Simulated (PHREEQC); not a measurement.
# Metal-bearing waste water: speciation

Make-up at 36 °C: 0.01 mol Pb(NO3)2, 0.0108 mol NaF and 0.00062 mol NaCl per kg of water. Closed to the air; pH follows from the charge balance.

Computed with PHREEQC (ion-association model, wateq4f.dat).

| Quantity | Result |
|---|---|
| pH | 5.56 |
| ionic strength | 0.0373 mol/kgw |

| species | molality | activity | log γ |
|---|---|---|---|
| NO3- | 0.0189 | 0.0156 | -0.084 |
| Na+ | 0.0114 | 0.00952 | -0.077 |
| F- | 0.00983 | 0.00814 | -0.082 |
| Pb+2 | 0.00799 | 0.00388 | -0.314 |
| PbNO3+ | 0.00107 | 0.000895 | -0.078 |
| PbF+ | 0.000673 | 0.000562 | -0.078 |
| Cl- | 0.000517 | 0.000428 | -0.082 |
| PbCl+ | 0.000103 | 8.61e-5 | -0.078 |
| PbF2 | 9.26e-5 | 9.34e-5 | 0.004 |
| NaF | 4.42e-5 | 4.46e-5 | 0.004 |

No solid was allowed to form. Saturation is exceeded, for instance for Matlockite, PbF2; the values hold only as long as no solid forms. Species that the database lacks are ignored. At this temperature some constants are extrapolated from 25 °C, and those without enthalpy data are left unchanged.
